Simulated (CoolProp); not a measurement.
Saturated liquid density (kg/m³) of toluene: the reference equation beside estimates from Tc = 591.7 K, pc = 41.26 bar, ω = 0.266.

The numbers come from the reference Helmholtz-energy equation of state, Lemmon 2006 in CoolProp. It is a short technical equation, of lower accuracy than the large ones.

```csv
T (K),reference,van der Waals,Soave-Redlich-Kwong
336,826.4,486.5,739.4
349.5,813.4,479.4,728.4
363,800.1,471.9,716.8
376.6,786.4,464.2,704.5
390.1,772.6,456.2,691.6
403.6,758.4,447.9,678.0
417.1,743.7,439.2,663.5
430.6,728.5,430.1,648.1
444.2,712.7,420.6,631.5
457.7,696.2,410.6,613.9
```

Absolute difference from the reference over all 10 rows, mean and median: van der Waals 41.0 and 41.0 %, Soave-Redlich-Kwong 10.8 and 10.6 %.
